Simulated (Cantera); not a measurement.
A Cantera script and its output.

```python
import numpy as np
import cantera as ct

gas = ct.Solution("gri30.yaml")
gas.TPX = 1800, 1800000, {'CH4': 1, 'CO2': 0.4}
reactor = ct.IdealGasConstPressureReactor(gas, energy="off", clone=False)
net = ct.ReactorNet([reactor])
net.rtol, net.atol = 1e-08, 1e-18
show = ['CH4', 'CO2', 'CH2CO', 'C2H', 'HO2']
times = np.geomspace(0.0002, 70, 14)

steps = ct.SolutionArray(gas, extra=["t"])
rows = []
print(f"{'t/s':>10s}{'T/K':>9s}{'P/Pa':>11s}" + "".join(f"{s:>11s}" for s in show))
for t in times:
    while net.time < t:
        t_next = net.step()
        steps.append(gas.state, t=t_next)
    rows.append([np.interp(t, steps.t, y) for y in (steps.T, steps.P, *steps(*show).X.T)])
    print(f"{t:10.3e}{rows[-1][0]:9.1f}{rows[-1][1]:11.4g}" + "".join(f"{x:11.3e}" for x in rows[-1][2:]))
rate = np.gradient(steps.T, steps.t)
print("integrator steps:", len(steps.t))
if steps.T.max() > steps.T[0] + 200:
    print(f"time of steepest temperature rise: {steps.t[rate.argmax()]:.4e} s")
gas.TPX = 1800, 1800000, {'CH4': 1, 'CO2': 0.4}
gas.equilibrate("TP")
print(f"equilibrium (TP): T = {gas.T:.1f} K  " + "  ".join(f"{s} {gas[s].X[0]:.3e}" for s in show))
```

Output:

```
       t/s      T/K       P/Pa        CH4        CO2      CH2CO        C2H        HO2
 2.000e-04   1800.0    1.8e+06  4.447e-01  2.343e-01  5.433e-06  6.352e-08  1.070e-13
 5.339e-04   1800.0    1.8e+06  2.919e-01  1.774e-01  1.824e-05  1.143e-07  1.821e-13
 1.425e-03   1800.0    1.8e+06  1.667e-01  9.430e-02  4.184e-05  1.568e-07  1.864e-13
 3.806e-03   1800.0    1.8e+06  1.057e-01  2.851e-02  5.926e-05  1.775e-07  9.923e-14
 1.016e-02   1800.0    1.8e+06  9.904e-02  1.652e-02  4.661e-05  1.548e-07  5.192e-14
 2.712e-02   1800.0    1.8e+06  1.000e-01  1.146e-02  2.757e-05  1.170e-07  1.911e-14
 7.242e-02   1800.0    1.8e+06  9.808e-02  5.282e-03  1.442e-05  8.338e-08  3.252e-15
 1.933e-01   1800.0    1.8e+06  9.490e-02  1.083e-03  9.014e-06  6.496e-08  1.219e-16
 5.161e-01   1800.0    1.8e+06  9.385e-02  3.150e-05  7.981e-06  6.075e-08  1.028e-19
 1.378e+00   1800.0    1.8e+06  9.383e-02  5.135e-06  7.957e-06  6.065e-08  3.074e-21
 3.679e+00   1800.0    1.8e+06  9.383e-02  5.133e-06  7.957e-06  6.065e-08  3.073e-21
 9.821e+00   1800.0    1.8e+06  9.383e-02  5.133e-06  7.957e-06  6.065e-08  3.073e-21
 2.622e+01   1800.0    1.8e+06  9.383e-02  5.133e-06  7.957e-06  6.065e-08  3.073e-21
 7.000e+01   1800.0    1.8e+06  9.383e-02  5.133e-06  7.957e-06  6.065e-08  3.073e-21
integrator steps: 1814
equilibrium (TP): T = 1800.0 K  CH4 9.383e-02  CO2 5.224e-06  CH2CO 7.986e-06  C2H 6.065e-08  HO2 3.178e-21
```

Detailed kinetics in Cantera: GRI-Mech 3.0 (53 species, 325 reactions). GRI-Mech 3.0 stops at C3 and has no aromatics, soot or wall deposition, so with more carbon than oxygen in the feed, carbon stays in small species such as C2H2 where larger ones or solid carbon would form. The pressure lies above the range GRI-Mech 3.0 was tuned for (to about 10 atm).
